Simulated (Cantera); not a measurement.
Charge: 1 mol Ti, 8.9 mol H₂, held at 2000 °C and 12000 Pa.

Equilibrium computed with Cantera from the NASA thermochemical tables; the gas is ideal and each condensed phase is pure. Candidate condensed phases: Ti; 3 gas species. Equilibrium is a limit: real reactors are often held back by kinetics, nucleation or transport.

Base state: H₂ 0.974, H 0.0239, Ti 0.00192 (mole fractions); condensed: Ti(l).

Problem. What changes in the equilibrium state with this change: temperature from 2000 °C to 1125 °C?

Solution. 
```csv
species,before,after
H₂,0.974,1.000
H,0.0239,1.37e-5
Ti,0.00192,<1e-9
"Ti(l), mol",0.983,0
"Ti(β), mol",0,1.00
```

Problem. What changes in the equilibrium state with this change: temperature from 2000 °C to 1302 °C?

Solution. 
```json
[
 {"species": "H₂", "before": "0.974", "after": "1.000"},
 {"species": "H", "before": "0.0239", "after": "0.000120"},
 {"species": "Ti", "before": "0.00192", "after": "5.18e-8"},
 {"species": "Ti(l), mol", "before": "0.983", "after": "0"},
 {"species": "Ti(β), mol", "before": "0", "after": "1.00"}
]
```

Problem. What changes in the equilibrium state with this change: Ti replaced by Ti(OiPr)₄?

Solution. 
```tsv
species	before	after
H₂	0.974	0.828
CO	0	0.147
H	0.0239	0.0221
C₂H₂ (acetylene)	0	0.00312
Ti	0.00192	6.58e-7
CH₄	0	1.86e-5
Ti(l), mol	0.983	0
C(graphite), mol	0	6.83
TiC(s), mol	0	1.000
```
The feed counts by its element totals alone. TiC: taken at fixed stoichiometry. Further candidate phases: C, C₆H₆, C₇H₈, C₈H₁₈, H₂O, TiC, TiO, TiO₂, Ti₂O₃, Ti₃O₅, Ti₄O₇.
